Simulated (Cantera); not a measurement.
A Cantera script and what it prints.

```python
import numpy as np
import cantera as ct

gas_names = """
    CL CL2 H HCL H2 Si SiCL SiCL2 SiCL3 SiCL4 SiH SiHCL3 SiH2 SiH2CL2 SiH3 SiH3CL SiH4 Si2 Si3
""".split()
cond_names = """
    Si(cr) Si(L)
""".split()


# ... load() reads the species with a 1 bar reference pressure and builds the phases ...
atoms = {
    'SiCl4': {'Si': 1, 'CL': 4},
    'Cl2': {'CL': 2},
    'H2': {'H': 2},
}
top_T = {}  # K; cautious upper limits of use, not melting points


# ... equilibrate(T, P, feed) seeds the gas with the atoms and calls Mixture.equilibrate('TP', solver="vcs", rtol=1e-11, max_steps=5000) ...
results = []
T = 1273.15  # K
P = 5400  # Pa
for m in [26, 32, 39, 48, 60, 73, 90, 110]:
    feed = {'SiCl4': 1, 'Cl2': 0.049, 'H2': m}  # mol
    mix = equilibrate(T, P, feed)
    results.append((T, P, feed, dict(zip(mix.species_names, mix.species_moles))))
    x = sorted(zip(gas.X, gas.species_names), reverse=True)
    print(f"T = {T:g} K  P = {P:g} Pa  n(H2) = {m:g} mol  gas = {mix.phase_moles(0):.4g} mol")
    print("   x: " + "  ".join(f"{s} {v:.3e}" for v, s in x if v > 0.001))
    print("   condensed (mol): " + ("  ".join(f"{mix.phase(i).name} {mix.phase_moles(i):.4g}"
          for i in range(1, mix.n_phases) if mix.phase_moles(i) > 1e-12) or "none"))
```

Output:

```
T = 1273.15 K  P = 5400 Pa  n(H2) = 26 mol  gas = 27.74 mol
   x: H2 8.995e-01  HCL 7.232e-02  SiCL2 1.504e-02  SiCL4 6.129e-03  SiCL3 3.751e-03  SiHCL3 3.049e-03
   condensed (mol): Si(cr) 0.2183
T = 1273.15 K  P = 5400 Pa  n(H2) = 32 mol  gas = 33.79 mol
   x: H2 9.131e-01  HCL 6.558e-02  SiCL2 1.218e-02  SiCL4 4.021e-03  SiCL3 2.734e-03  SiHCL3 2.239e-03
   condensed (mol): Si(cr) 0.2786
T = 1273.15 K  P = 5400 Pa  n(H2) = 39 mol  gas = 40.83 mol
   x: H2 9.246e-01  HCL 5.922e-02  SiCL2 9.810e-03  SiCL4 2.607e-03  SiCL3 1.976e-03  SiHCL3 1.628e-03
   condensed (mol): Si(cr) 0.3399
T = 1273.15 K  P = 5400 Pa  n(H2) = 48 mol  gas = 49.87 mol
   x: H2 9.354e-01  HCL 5.269e-02  SiCL2 7.678e-03  SiCL4 1.597e-03  SiCL3 1.368e-03  SiHCL3 1.134e-03
   condensed (mol): Si(cr) 0.407
T = 1273.15 K  P = 5400 Pa  n(H2) = 60 mol  gas = 61.91 mol
   x: H2 9.456e-01  HCL 4.595e-02  SiCL2 5.774e-03
   condensed (mol): Si(cr) 0.4799
T = 1273.15 K  P = 5400 Pa  n(H2) = 73 mol  gas = 74.94 mol
   x: H2 9.536e-01  HCL 4.033e-02  SiCL2 4.412e-03
   condensed (mol): Si(cr) 0.5427
T = 1273.15 K  P = 5400 Pa  n(H2) = 90 mol  gas = 91.97 mol
   x: H2 9.610e-01  HCL 3.474e-02  SiCL2 3.248e-03
   condensed (mol): Si(cr) 0.6066
T = 1273.15 K  P = 5400 Pa  n(H2) = 110 mol  gas = 112 mol
   x: H2 9.672e-01  HCL 2.984e-02  SiCL2 2.381e-03
   condensed (mol): Si(cr) 0.6632
```

Equilibrium computed with Cantera from the NASA thermochemical tables; the gas is ideal and each condensed phase is pure. The tables' values for SiCl3 are old estimates; treat these amounts as uncertain.
